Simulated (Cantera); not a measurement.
Charge: 1 mol Cr, a varied amount of H₂O, 140 mol H₂, held at 1200 °C and 1.00 mbar.

Equilibrium computed with Cantera from the NASA thermochemical tables; the gas is ideal and each condensed phase is pure. Candidate condensed phases: Cr, Cr₂O₃, H₂O; 13 gas species. Mutual solubility and eutectic melting of coexisting phases are not modelled. Kinetics and transport are ignored.

Problem. Which condensed phases are stable at each of these points (n(H₂O) (mol)): 0.028, 0.035, 0.043, 0.055, 0.069, 0.086, 0.11, 0.14, 0.17?

Solution. 
| n(H₂O) (mol) | condensed phases | Cr condensed (%) |
|---|---|---|
| 0.028 | Cr(s) | 95.5 |
| 0.035 | Cr(s) | 95.5 |
| 0.043 | Cr(s) | 95.5 |
| 0.055 | Cr(s) | 95.5 |
| 0.069 | Cr(s) | 95.5 |
| 0.086 | Cr(s) | 95.5 |
| 0.11 | Cr(s) | 95.5 |
| 0.14 | Cr(s) | 95.5 |
| 0.17 | Cr(s) + Cr₂O₃(s) | 95.5 |

From 0.028 mol H₂O to 0.14 mol H₂O the condensed part is Cr(s). At 0.17 mol H₂O the condensed part is Cr(s) + Cr₂O₃(s).
